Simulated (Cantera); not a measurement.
An adiabatic, constant-volume homogeneous reactor starts with CO : H2 : CH4 : O2 : N2 = 1 : 0.22 : 0.73 : 4.6 : 17.3 (molar parts), at 1375 K and 0.400 bar. Integrator tolerance rtol = 1e-08.

Cantera simulation using GRI-Mech 3.0 (53 species, 325 reactions); the numbers are that mechanism's predictions, not measurements.

Problem. What does this change do: pressure from 0.400 bar to 5.00 bar?

Solution. 
| quantity | before | after |
|---|---|---|
| time of steepest temperature rise | 1.20 ms | 0.167 ms |
| temperature at 1.00 s | 2457 K | 2533 K |
| equilibrium temperature | 2457 K | 2533 K |
| x(CO) at 1.00 s | 0.00732 (gas-phase equilibrium 0.00732) | 0.00329 (gas-phase equilibrium 0.00329) |
| x(H2) at 1.00 s | 0.00119 (gas-phase equilibrium 0.00119) | 0.000504 (gas-phase equilibrium 0.000504) |
| x(CH4) at 1.00 s | <1e-12 (gas-phase equilibrium <1e-12) | <1e-12 (gas-phase equilibrium <1e-12) |
| x(C2H6) at 1.00 s | <1e-12 (gas-phase equilibrium <1e-12) | <1e-12 (gas-phase equilibrium <1e-12) |
| x(CH3) at 1.00 s | <1e-12 (gas-phase equilibrium <1e-12) | <1e-12 (gas-phase equilibrium <1e-12) |

Problem. What does this change do: pressure from 0.400 bar to 2.70 bar?

Solution. 
```
quantity                                                            before                                      after
---------------------------------  ---------------------------------------  -----------------------------------------
time of steepest temperature rise                                  1.20 ms                                   0.261 ms
temperature at 1.00 s                                               2457 K                                     2518 K
equilibrium temperature                                             2457 K                                     2518 K
x(CO) at 1.00 s                    0.00732 (gas-phase equilibrium 0.00732)    0.00410 (gas-phase equilibrium 0.00410)
x(H2) at 1.00 s                    0.00119 (gas-phase equilibrium 0.00119)  0.000634 (gas-phase equilibrium 0.000634)
x(CH4) at 1.00 s                     <1e-12 (gas-phase equilibrium <1e-12)      <1e-12 (gas-phase equilibrium <1e-12)
x(C2H6) at 1.00 s                    <1e-12 (gas-phase equilibrium <1e-12)      <1e-12 (gas-phase equilibrium <1e-12)
x(CH3) at 1.00 s                     <1e-12 (gas-phase equilibrium <1e-12)      <1e-12 (gas-phase equilibrium <1e-12)
```
